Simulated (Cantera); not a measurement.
Charge: 1 mol CO, 0.38 mol H2, 0.019 mol O2, at 2048.15 K and 13.3 mbar.

Cantera equilibrium calculation (NASA polynomials, part measured and part estimated; ideal gas, pure solids and liquids). Candidate condensed phases: C, C6H6, C7H8, C8H18, H2O; 110 gas species. Equilibrium is a limit: real reactors are often held back by kinetics, nucleation or transport.

Base state: CO 0.711, H2 0.252, H2O 0.0172, CO2 0.0102, H 0.00974, OH 7.23e-5 (mole fractions); condensed: gas only.

**Question.** What changes in the equilibrium state with this change: CO replaced by C2H2?

**Answer.** 
```tsv
species	before	after
H2	0.252	0.953
CO	0.711	0.0265
H	0.00974	0.0190
H2O	0.0172	3.28e-8
CO2	0.0102	<1e-9
C2H2 (acetylene)	<1e-9	0.00100
OH	7.23e-5	<1e-9
C(graphite), mol	0	1.96
```
